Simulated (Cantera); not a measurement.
What does this Cantera script print?

```python
import numpy as np
import cantera as ct

gas = ct.Solution("gri30.yaml")
gas.TP = 300, 35000
flame = ct.CounterflowDiffusionFlame(gas, width=0.02)
flame.fuel_inlet.X, flame.fuel_inlet.T = {'CH4': 1, 'CO': 0.36, 'N2': 1.4}, 325
flame.oxidizer_inlet.X, flame.oxidizer_inlet.T = {'O2': 0.17, 'N2': 0.83}, 373
flame.set_refine_criteria(ratio=3, slope=0.12, curve=0.24, prune=0.03)
show = ['OH', 'H', 'NO', 'CO', 'C2H2']

rows = []
print(f"{'mdot':>8s}{'a_max':>10s}{'a_mean':>10s}{'Tmax/K':>9s}" + "".join(f"{s:>11s}" for s in show) + "   (peak mole fractions)")
for i, mdot in enumerate([0.087, 0.12, 0.15, 0.2, 0.27, 0.36, 0.48, 0.63, 0.84]):  # kg/m2/s on the oxidiser side
    flame.oxidizer_inlet.mdot, flame.fuel_inlet.mdot = mdot, 1 * mdot
    flame.solve(loglevel=0, auto=(i == 0))
    if flame.T.max() < max(325, 373) + 100:
        print(f"{mdot:8.3g}  no burning solution found from the previous one")
        break
    dT = np.abs(np.gradient(flame.T, flame.grid))
    rows.append([flame.strain_rate("max"), flame.strain_rate("mean"), flame.T.max(),
                 *(flame.X[gas.species_index(s)].max() for s in show), max(dT[0], dT[-1]) / dT.max()])
    print(f"{mdot:8.3g}{rows[-1][0]:10.1f}{rows[-1][1]:10.1f}{rows[-1][2]:9.1f}" + "".join(f"{x:11.3e}" for x in rows[-1][3:-1]))
```

It prints:

```
    mdot     a_max    a_mean   Tmax/K         OH          H         NO         CO       C2H2   (peak mole fractions)
   0.087     133.3      27.6   1659.4  2.638e-03  3.030e-03  3.332e-05  1.304e-01  1.949e-03
    0.12     175.0      38.1   1621.7  2.312e-03  2.795e-03  1.925e-05  1.304e-01  1.376e-03
    0.15     210.6      47.6   1577.5  1.931e-03  2.386e-03  9.665e-06  1.304e-01  8.428e-04
     0.2  no burning solution found from the previous one
```

Cantera simulation using GRI-Mech 3.0 (53 species, 325 reactions); the numbers are that mechanism's predictions, not measurements. GRI-Mech 3.0 has no aromatics or soot, which form on the fuel side of real flames. The maximum strain rate includes the flame's own expansion and is several times the mean. A flux with no burning solution from the previous one only brackets extinction.
